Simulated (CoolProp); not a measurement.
Vapour-liquid equilibrium of n-hexane (1) + toluene (2) at 0.151 bar; x and y are mole fractions of (1).

Computed with CoolProp (multi-fluid Helmholtz-energy mixture model, Thol 2019 and Lemmon 2006; pair parameters Bell 2016).

```csv
x,"bubble temperature, mixture model (°C)","bubble temperature, Raoult's law (°C)","y, mixture model","y, Raoult's law"
0.05,48.9,51.2,0.260,0.187
0.2,37.8,42.2,0.611,0.537
0.35,31.7,35.5,0.753,0.724
0.5,(withheld),30.3,(withheld),0.836
0.65,(withheld),26.0,(withheld),0.907
0.8,21.8,22.5,0.941,0.956
0.95,(withheld),19.4,0.985,0.991
```

**Question.** Fill in the missing entries.

**Answer.** 
- 0.5, bubble temperature, mixture model (°C): 27.6
- 0.5, y, mixture model: 0.834
- 0.65, bubble temperature, mixture model (°C): 24.4
- 0.65, y, mixture model: 0.892
- 0.95, bubble temperature, mixture model (°C): 19.3

The largest gap from Raoult's law is -4.4 K in bubble temperature, at x = 0.2. No azeotrope shows between x = 0.05 and 0.95.

Pair parameters are fitted to limited data, so mixtures are less certain than the pure fluids.
